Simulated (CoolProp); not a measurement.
Toluene at 298.15 K and 3.37 MPa flows at 0.059 m/s in a round tube of 2 mm bore and 15 µm roughness, fully developed (64/Re and Nu = 3.66 if laminar; Colebrook and Gnielinski if turbulent). Each further row changes one setting.

The numbers come from the reference Helmholtz-energy equation of state, Lemmon 2006 in CoolProp. It is a short technical equation, of lower accuracy than the large ones.

```json
[
 {"case": "as stated", "Reynolds number": "180", "Darcy friction factor": "0.356", "pressure drop (Pa/m)": "268", "heat-transfer coefficient (W/(m² K))": "241", "mass flow (kg/h)": "0.577"},
 {"case": "velocity 0.118 m/s", "Reynolds number": "360", "Darcy friction factor": "0.178", "pressure drop (Pa/m)": "536", "heat-transfer coefficient (W/(m² K))": "241", "mass flow (kg/h)": "1.15"},
 {"case": "diameter 4 mm", "Reynolds number": "360", "Darcy friction factor": "0.178", "pressure drop (Pa/m)": "67.0", "heat-transfer coefficient (W/(m² K))": "120", "mass flow (kg/h)": "2.31"}
]
```

Viscosity comes from a separate model (Avgeri 2015). Thermal conductivity comes from a separate model (Assael 2012).
